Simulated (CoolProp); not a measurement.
Aqueous propylene glycol as a coolant, at 0 °C, 1 atm.

Model: Melinder's fits for secondary coolants, in CoolProp.

```csv
mass %,freezing point (°C),viscosity (mPa s),Prandtl number,cp (kJ/(kg K)),conductivity (W/(m K))
5.6,-1.4,(withheld),17.6,(withheld),0.535
13.8,-4.4,3.24,(withheld),4.011,0.498
22,-8.2,4.75,40.2,3.911,0.462
30.2,-12.9,7.19,63.9,3.800,0.428
38.4,-19.1,11.0,102,3.669,0.394
46.6,-27.7,16.4,159,3.520,0.362
54.8,-39.8,23.5,237,3.356,0.333
```

Complete the blanks.


- 5.6, viscosity (mPa s): 2.28
- 5.6, cp (kJ/(kg K)): 4.120
- 13.8, Prandtl number: 26.1
